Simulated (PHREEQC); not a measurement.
Solution (65 °C): 0.0082 mol (NH4)2SO4 per kg of water. Closed to the air; pH follows from the charge balance.

Model: ion-association model, phreeqc.dat, run in PHREEQC.

Precipitation was switched off in this run.

Q: Predict the pH, ionic strength.

A: pH 5.21; ionic strength 0.0230 mol/kgw.

Q: In which forms is N present?

A: NH4+ 95 %, NH4SO4- 4.8 % of the N.

Complexes and solids missing from the database can't appear. Constants without temperature data keep their 25 °C values here.
